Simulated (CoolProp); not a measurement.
Saturation properties of CHF3 (R23) (Tc = 26.1 °C, pc = 4.832 MPa, ω = 0.263).

Values from CoolProp's reference Helmholtz-energy equation of state, Penoncello 2003.

| T (°C) | p (MPa) | liquid cp (kJ/(kg K)) | liquid conductivity (mW/(m K)) |
|---|---|---|---|
| -105.55 | (withheld) | 1.208 | 160 |
| -97.75 | 0.03709 | 1.215 | 150 |
| -89.85 | 0.06299 | (withheld) | 142 |
| -82.05 | 0.1011 | (withheld) | 135 |
| -74.25 | 0.1556 | 1.253 | 128 |
| -66.45 | 0.2308 | 1.271 | 122 |
| -58.65 | 0.3313 | 1.294 | 117 |
| -50.85 | (withheld) | 1.321 | 111 |
| -42.95 | 0.6324 | 1.356 | 106 |
| -35.15 | (withheld) | 1.398 | 101 |

Q: Some entries are withheld; supply them.

A: 
- -105.55, p (MPa): 0.02075
- -89.85, liquid cp (kJ/(kg K)): 1.225
- -82.05, liquid cp (kJ/(kg K)): 1.237
- -50.85, p (MPa): 0.4625
- -35.15, p (MPa): 0.8425

It boils at -82.0 °C under 1 atm.

Thermal conductivity comes from a separate model (Shan 2000).
